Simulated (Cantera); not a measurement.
A closed system holds: 1 mol SiF₄, 3.9 mol H₂O, 22 mol N₂, at 0.100 bar.

Cantera equilibrium calculation (NASA polynomials, part measured and part estimated; ideal gas, pure solids and liquids). Candidate condensed phases: H₂O, Si, SiO₂, Si₂N₂O, Si₃N₄; 58 gas species. The tables hold silica as quartz up to 1696 K and as liquid above; real silica turns to tridymite and cristobalite and melts near 1996 K. The numbers say what is thermodynamically allowed, not how fast it happens.

Problem. At 1775 K, list the 5 most abundant gas species with their mole fractions, and the condensed phases.

Solution. N₂ 0.788, HF 0.143, H₂O 0.0676, H₂ 0.000621, O₂ 0.000214. Condensed: SiO₂(condensed).
